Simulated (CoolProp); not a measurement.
Saturation properties of isobutane.

The numbers come from the reference Helmholtz-energy equation of state, Bücker 2006 in CoolProp.

| T (K) | p (MPa) | enthalpy of vaporisation (kJ/kg) | vapour Z | surface tension (mN/m) | liquid conductivity (mW/(m K)) |
|---|---|---|---|---|---|
| 227.3 | 0.02112 | 393.5 | 0.9867 | 18.2 | 117 |
| 243.3 | 0.04695 | 380.6 | 0.9762 | 16.3 | 111 |
| 259.4 | 0.09363 | 366.9 | 0.9609 | 14.4 | 104 |
| 275.5 | 0.1705 | 352.1 | 0.9402 | 12.6 | 97.7 |
| 291.6 | 0.2883 | 336.0 | 0.9136 | 10.7 | 91.6 |
| 307.7 | 0.4591 | 318.1 | 0.8805 | 8.95 | 85.9 |
| 323.8 | 0.6959 | 297.9 | 0.8403 | 7.21 | 80.5 |
| 339.9 | 1.013 | 274.7 | 0.7919 | 5.53 | 75.6 |
| 356 | 1.424 | 247.3 | 0.7335 | 3.94 | 71.0 |
| 372.1 | 1.948 | 213.5 | 0.6617 | 2.46 | 66.8 |
| 388.2 | 2.604 | 168.4 | 0.5685 | 1.14 | 63.1 |

It boils at 261.4 K under 1 atm.

Thermal conductivity comes from a separate model (Perkins 2002). Surface tension comes from a separate correlation (Mulero 2012).
